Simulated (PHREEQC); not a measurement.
# Leach liquor

A solution holds 4.7 mmol/kgw HCl, 0.85 mmol/kgw Li2SO4 and 1 mmol/kgw MnSO4, at 25 °C and 50 atm. Closed to the air; pH follows from the charge balance.

Computed with PHREEQC (Pitzer model, pitzer.dat).

Each row changes one thing in this solution. No solid was allowed to form.

```json
[
 {"case": "as made", "pH": "2.41", "ionic strength (mol/kgw)": "0.0105", "SO4-2 (mol/kgw)": "0.00149", "HSO4- (mol/kgw)": "0.000363"},
 {"case": "temperature from 25 to 40 °C", "pH": "2.42", "ionic strength (mol/kgw)": "0.0103", "SO4-2 (mol/kgw)": "0.00136", "HSO4- (mol/kgw)": "0.000491"},
 {"case": "temperature from 25 to 15 °C", "pH": "2.40", "ionic strength (mol/kgw)": "0.0107", "SO4-2 (mol/kgw)": "0.00156", "HSO4- (mol/kgw)": "0.000294"},
 {"case": "HCl from 0.0047 to 0.00235 mol/kgw", "pH": "2.71", "ionic strength (mol/kgw)": "0.00848", "SO4-2 (mol/kgw)": "0.00164", "HSO4- (mol/kgw)": "0.000207"},
 {"case": "temperature from 25 to 75 °C", "pH": "2.47", "ionic strength (mol/kgw)": "0.00946", "SO4-2 (mol/kgw)": "0.000958", "HSO4- (mol/kgw)": "0.000892"},
 {"case": "temperature from 25 to 65 °C", "pH": "2.45", "ionic strength (mol/kgw)": "0.00972", "SO4-2 (mol/kgw)": "0.00108", "HSO4- (mol/kgw)": "0.000767"}
]
```

Species that the database lacks are ignored. Under pressure, the constants of complexes without a molar volume in the database are unreliable. At this temperature some constants are extrapolated from 25 °C, and those without enthalpy data are left unchanged.
